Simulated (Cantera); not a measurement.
Input: 1 mol BN, 27 mol H2O, 5.3 mol H2, at 1025 K and 0.0133 bar.

Equilibrium computed with Cantera from the NASA thermochemical tables; the gas is ideal and each condensed phase is pure. Candidate condensed phases: B, BN, B2O3, B3O3H3, H2O; 39 gas species. Gases not in the tables: H3BO3. Kinetics and transport are ignored.

Base state: H2O 0.775, H2 0.207, N2 0.0153, (HBO2)3 0.00194, HBO2 0.000333 (mole fractions); condensed: B2O3(l).

Task: What changes in the equilibrium state with this change: H2O from 27 to 2.3 mol?

Result: 
```csv
species,before,after
H2,0.207,0.839
H2O,0.775,0.0986
N2,0.0153,0.0617
HBO2,0.000333,0.000119
(HBO2)3,0.00194,8.80e-5
"B2O3(l), mol",0.399,0.498
```

Task: What changes in the equilibrium state with this change: H2 from 5.3 to 28 mol?

Result: 
```json
[
 {"species": "H2", "before": "0.207", "after": "0.532"},
 {"species": "H2O", "before": "0.775", "after": "0.458"},
 {"species": "N2", "before": "0.0153", "after": "0.00901"},
 {"species": "(HBO2)3", "before": "0.00194", "after": "0.000882"},
 {"species": "HBO2", "before": "0.000333", "after": "0.000256"},
 {"species": "B2O3(l), mol", "before": "0.399", "after": "0.420"}
]
```
